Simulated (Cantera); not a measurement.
A perfectly stirred reactor is fed with H2 : O2 = 0.011 : 1 (molar parts), at 0.0132 atm; it is held at 1300 K, and followed from long to short residence time.

Computed with Cantera and GRI-Mech 3.0 (53 species, 325 reactions). Radical loss at walls, strong at low pressure, is not modelled.

### Question
Predict: x(H2) at τ = 0.390 s; x(O2) at τ = 0.390 s; x(H) at τ = 0.390 s; x(OH) at τ = 0.390 s; x(H2O) at τ = 0.390 s; x(H2) at τ = 15.0 ms; x(O2) at τ = 15.0 ms; x(H) at τ = 15.0 ms; x(OH) at τ = 15.0 ms; x(H2O) at τ = 15.0 ms.

### Answer
```json
{
 "x(H2) at τ = 0.390 s": "6.04e-5",
 "x(O2) at τ = 0.390 s": "0.984",
 "x(H) at τ = 0.390 s": "0.000143",
 "x(OH) at τ = 0.390 s": "0.000828",
 "x(H2O) at τ = 0.390 s": "0.0104",
 "x(H2) at τ = 15.0 ms": "0.000558",
 "x(O2) at τ = 15.0 ms": "0.980",
 "x(H) at τ = 15.0 ms": "0.000481",
 "x(OH) at τ = 15.0 ms": "0.00148",
 "x(H2O) at τ = 15.0 ms": "0.00934"
}
```
